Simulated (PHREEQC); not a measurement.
## Nickel, zinc or cadmium bath: an equilibrium model

Dissolve 0.21 mol ZnCl2, 0.0074 mol KCl and 0.00031 mol HCl per kg of water at 20 °C. Closed to the air; pH follows from the charge balance.

All values are PHREEQC results (ion-association model, phreeqc.dat), not measurements.

This is a speciation only: nothing precipitates in the calculation.

Q: What pH does the model give?

A: pH 3.62.

Q: In which forms is Zn present?

A: Zn+2 83 %, ZnCl+ 14 %, ZnCl2 2.0 %, ZnCl3- 1.0 % of the Zn.
